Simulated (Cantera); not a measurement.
Feed: 1 mol NF₃, 0.73 mol SO₂, 0.062 mol O₂, 0.42 mol H₂O, held at 2600 K and 0.0390 bar.

These are equilibrium values from Cantera (NASA tables, ideal gas, pure condensed phases), not measurements of a reactor. Candidate condensed phases: H₂O, H₂SO₄, S; 62 gas species. The tables' values for SOF₂ are old estimates; treat these amounts as uncertain. Rates play no part.

Task: What is the equilibrium state?

Result: 
```json
{
  "x(F)": "0.466",
  "x(HF)": "0.181",
  "x(SO₂)": "0.129",
  "x(N₂)": "0.105",
  "x(O₂)": "0.0570",
  "x(O)": "0.0281",
  "x(SO)": "0.0266",
  "x(NO)": "0.00518",
  "x(S)": "0.00132",
  "gas_amount": "4.635 mol",
  "log10 activity of S(l) (absent)": "-4.90"
}
```
